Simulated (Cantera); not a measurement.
Input (Python, Cantera):

```python
import numpy as np
import cantera as ct

gas = ct.Solution("gri30.yaml")
gas.TPX = 1575, 60000, {'CH4': 0.0085, 'O2': 0.0084, 'N2': 1}
reactor = ct.IdealGasConstPressureReactor(gas, energy="off", clone=False)
net = ct.ReactorNet([reactor])
net.rtol, net.atol = 1e-08, 1e-18
show = ['CH4', 'O2', 'N2O', 'CH2CO', 'HCN']
times = np.geomspace(4e-05, 2, 13)

steps = ct.SolutionArray(gas, extra=["t"])
rows = []
print(f"{'t/s':>10s}{'T/K':>9s}{'P/Pa':>11s}" + "".join(f"{s:>11s}" for s in show))
for t in times:
    while net.time < t:
        t_next = net.step()
        steps.append(gas.state, t=t_next)
    rows.append([np.interp(t, steps.t, y) for y in (steps.T, steps.P, *steps(*show).X.T)])
    print(f"{t:10.3e}{rows[-1][0]:9.1f}{rows[-1][1]:11.4g}" + "".join(f"{x:11.3e}" for x in rows[-1][2:]))
rate = np.gradient(steps.T, steps.t)
print("integrator steps:", len(steps.t))
if steps.T.max() > steps.T[0] + 200:
    print(f"time of steepest temperature rise: {steps.t[rate.argmax()]:.4e} s")
gas.TPX = 1575, 60000, {'CH4': 0.0085, 'O2': 0.0084, 'N2': 1}
gas.equilibrate("TP")
print(f"equilibrium (TP): T = {gas.T:.1f} K  " + "  ".join(f"{s} {gas[s].X[0]:.3e}" for s in show))
```

Result:

```
       t/s      T/K       P/Pa        CH4         O2        N2O      CH2CO        HCN
 4.000e-05   1575.0      6e+04  8.358e-03  8.260e-03  5.427e-13  1.224e-17  2.116e-16
 9.855e-05   1575.0      6e+04  8.357e-03  8.260e-03  2.109e-12  8.295e-16  1.522e-15
 2.428e-04   1575.0      6e+04  8.355e-03  8.260e-03  8.575e-12  4.684e-14  1.021e-14
 5.981e-04   1575.0      6e+04  8.349e-03  8.259e-03  3.200e-11  2.852e-12  6.847e-14
 1.474e-03   1575.0      6e+04  8.328e-03  8.254e-03  9.343e-11  2.142e-10  4.988e-13
 3.630e-03   1575.0      6e+04  8.227e-03  8.220e-03  2.837e-10  2.169e-08  6.020e-12
 8.944e-03   1575.0      6e+04  7.149e-03  7.789e-03  1.774e-09  4.554e-06  1.140e-09
 2.204e-02   1575.0      6e+04  1.241e-04  3.720e-05  1.397e-09  1.114e-06  1.699e-05
 5.429e-02   1575.0      6e+04  1.348e-04  3.896e-06  2.787e-10  3.506e-07  1.715e-05
 1.337e-01   1575.0      6e+04  1.387e-04  5.143e-07  1.099e-10  1.911e-07  1.711e-05
 3.295e-01   1575.0      6e+04  1.427e-04  9.251e-09  9.912e-11  1.644e-07  1.703e-05
 8.118e-01   1575.0      6e+04  1.499e-04  2.596e-11  1.038e-10  1.505e-07  1.686e-05
 2.000e+00   1575.0      6e+04  1.596e-04  2.308e-11  1.142e-10  1.325e-07  1.645e-05
integrator steps: 1757
equilibrium (TP): T = 1575.0 K  CH4 6.787e-13  O2 1.758e-11  N2O 9.184e-13  CH2CO 1.527e-17  HCN 1.497e-09
```

Model: GRI-Mech 3.0 (53 species, 325 reactions), integrated in Cantera.
